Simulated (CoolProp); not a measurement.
A single-stage vapour-compression cycle with R11: evaporating at 286.15 K (dew point), condensing at 329.15 K (bubble point), superheat 0 K, subcooling 5 K, compressor efficiency 0.8, no pressure losses. Each further row changes one setting.

Model: reference Helmholtz-energy equation of state, Jacobsen 1992, in CoolProp.

| case | cooling COP | pressure ratio | discharge temperature (K) | refrigerating effect (kJ/kg) | volumetric capacity (kJ/m³) |
|---|---|---|---|---|---|
| as stated | 4.79 | 4.11 | 344.2 | 151 | 613 |
| evaporating temperature 291.15 K | 5.60 | … | 341.8 | … | 743 |
| condensing temperature 324.15 K | 5.52 | 3.56 | 338.0 | 156 | 632 |
| subcooling 10 K | … | 4.11 | 344.2 | 156 | 632 |
| superheat 10 K | 4.79 | 4.11 | … | … | 614 |
| compressor efficiency 0.7 | 4.19 | 4.11 | 351.2 | 151 | 613 |

**Question.** What belongs in the gaps?

**Answer.** 
- evaporating temperature 291.15 K, pressure ratio: 3.40
- evaporating temperature 291.15 K, refrigerating effect (kJ/kg): 154
- subcooling 10 K, cooling COP: 4.93
- superheat 10 K, discharge temperature (K): 355.3
- superheat 10 K, refrigerating effect (kJ/kg): 157
